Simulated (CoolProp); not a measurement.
The numbers come from the reference Helmholtz-energy equation of state, Leachman 2009 in CoolProp.

Q: For normal hydrogen, give the phase and the cv (kJ/(kg K)) at 179.6 K and 1.94 MPa.

A: 
- 179.6 K and 1.94 MPa: supercritical; cv 9.11
